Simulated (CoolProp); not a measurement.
CH3F (R41) at 298.15 K and 2.58 MPa is throttled through a valve to 1.68 MPa with no heat exchange. Each further row changes one setting.

The numbers come from the reference Helmholtz-energy equation of state, Lemmon 2006 in CoolProp. It is a short technical equation, of lower accuracy than the large ones.

```tsv
case	temperature change (K)	final density (kg/m³)
as stated	-16.3	30.1
outlet pressure 0.504 MPa	-43.9	8.78
outlet pressure 2.18 MPa	-6.9	39.6
```
